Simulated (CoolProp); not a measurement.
A single-stage vapour-compression cycle with the fluid: evaporating at 270.15 K (dew point), condensing at 338.15 K (bubble point), superheat 10 K, subcooling 8 K, compressor efficiency 0.85, no pressure losses. The same conditions are run with several fluids, on thermodynamics alone (safety and materials aside).

Values from CoolProp's reference Helmholtz-energy equation of state of each fluid (fluoroethane (R161): Wu 2012; n-perfluoropentane: Gao 2022; R407C: Lemmon 2003; R21: Platzer 1990; neopentane: Lemmon 2006; R113: Marx 1992). The equations of Platzer and Polt are older, rougher fits. Blends and air are pseudo-pure fits.

```json
[
 {"fluid": "fluoroethane (R161)", "cooling COP": "2.49", "pressure ratio": "6.11", "discharge temperature (K)": "379.5", "refrigerating effect (kJ/kg)": "257", "volumetric capacity (kJ/m³)": "2280"},
 {"fluid": "n-perfluoropentane", "cooling COP": "1.99", "pressure ratio": "12.3", "discharge temperature (K)": "338.2", "refrigerating effect (kJ/kg)": "44.1", "volumetric capacity (kJ/m³)": "144"},
 {"fluid": "R407C", "cooling COP": "2.09", "pressure ratio": "7.44", "discharge temperature (K)": "377.8", "refrigerating effect (kJ/kg)": "128", "volumetric capacity (kJ/m³)": "2160"},
 {"fluid": "R21", "cooling COP": "2.79", "pressure ratio": "9.51", "discharge temperature (K)": "395.7", "refrigerating effect (kJ/kg)": "188", "volumetric capacity (kJ/m³)": "531"},
 {"fluid": "neopentane", "cooling COP": "2.50", "pressure ratio": "8.27", "discharge temperature (K)": "338.1", "refrigerating effect (kJ/kg)": "201", "volumetric capacity (kJ/m³)": "404"},
 {"fluid": "R113", "cooling COP": "2.73", "pressure ratio": "13.4", "discharge temperature (K)": "345.1", "refrigerating effect (kJ/kg)": "111", "volumetric capacity (kJ/m³)": "116"}
]
```

The compression ends wet for: n-perfluoropentane; neopentane.
